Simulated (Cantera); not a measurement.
Input: 1 mol SiH2Cl2, 0.81 mol C3H8, 540 mol H2, 0.031 mol CH4, held at 38000 Pa.

These are equilibrium values from Cantera (NASA tables, ideal gas, pure condensed phases), not measurements of a reactor. Candidate condensed phases: C, C6H6, C7H8, C8H18, Si, SiC; 109 gas species. Equilibrium is a limit: real reactors are often held back by kinetics, nucleation or transport.

x: gas mole fraction; n: condensed amount in mol.

| T (K) | x H2 | x HCl | x CH4 | x H | n SiC(s) | n C(graphite) |
|---|---|---|---|---|---|---|
| 1225 | 0.994 | 0.00368 | 0.00269 | 5.04e-7 | 1.000 | 0 |
| 1275 | 0.994 | 0.00368 | 0.00269 | 1.19e-6 | 1.000 | 0 |
| 1325 | 0.994 | 0.00368 | 0.00252 | 2.64e-6 | 1.000 | 0.0889 |
| 1375 | 0.994 | 0.00367 | ___ | ___ | 1.000 | ___ |
| 1425 | 0.995 | 0.00367 | 0.00142 | 1.10e-5 | 1.000 | 0.685 |
| 1475 | 0.995 | 0.00367 | 0.00109 | 2.10e-5 | 1.000 | 0.857 |
| 1525 | 0.995 | 0.00367 | 0.000859 | 3.83e-5 | 1.000 | 0.979 |
| 1575 | 0.996 | 0.00367 | ___ | ___ | 1.000 | 1.06 |
| 1625 | 0.996 | 0.00367 | 0.000554 | 0.000114 | 1.000 | 1.12 |
| 1675 | 0.996 | 0.00367 | 0.000454 | 0.000188 | 1.000 | 1.15 |
| 1725 | 0.996 | 0.00367 | 0.000376 | 0.000301 | 0.999 | 1.15 |
| 1775 | 0.995 | 0.00366 | 0.000315 | 0.000468 | 0.999 | 1.13 |
| 1825 | 0.995 | 0.00366 | 0.000267 | 0.000713 | 0.999 | 1.08 |

Task: What belongs in the gaps?

Result: 
- 1375, x CH4: 0.00187
- 1375, x H: 5.54e-6
- 1375, n C(graphite): 0.440
- 1575, x CH4: 0.000685
- 1575, x H: 6.73e-5
